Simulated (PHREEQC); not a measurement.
A solution holds 190 mmol/kgw CdCl2, 18 mmol/kgw H3BO3 and 180 mmol/kgw FeSO4, at 40 °C. Closed to the air; pH follows from the charge balance.

Model: ion-association model, wateq4f.dat, run in PHREEQC.

No solid was allowed to form.

Task: Order these Fe species by the share of Fe that they hold, largest first: Fe+2, FeCl+, FeSO4.

Result: Fe+2 (60 %), FeSO4 (37 %), FeCl+ (3.5 %)

The pH is 5.35 and the ionic strength 0.570 mol/kgw. At this temperature some constants are extrapolated from 25 °C, and those without enthalpy data are left unchanged.
